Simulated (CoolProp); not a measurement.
Vapour-liquid equilibrium of dimethyl carbonate (1) + n-decane (2) at 0.649 MPa; x and y are mole fractions of (1).

Model: multi-fluid Helmholtz-energy mixture model, Zhou 2011 and Lemmon 2006; pair parameters Bell 2016, in CoolProp.

Give the bubble temperature and the first vapour's composition at x = 0.5, 0.65, 0.8. Is there an azeotrope?

x = 0.5: 450.0 K, y = 0.862; x = 0.65: 445.0 K, y = 0.894; x = 0.8: 440.7 K, y = 0.928. No azeotrope shows between x = 0.05 and 0.95.

The pair parameters rest on a limited set of measurements; away from them the model extrapolates.
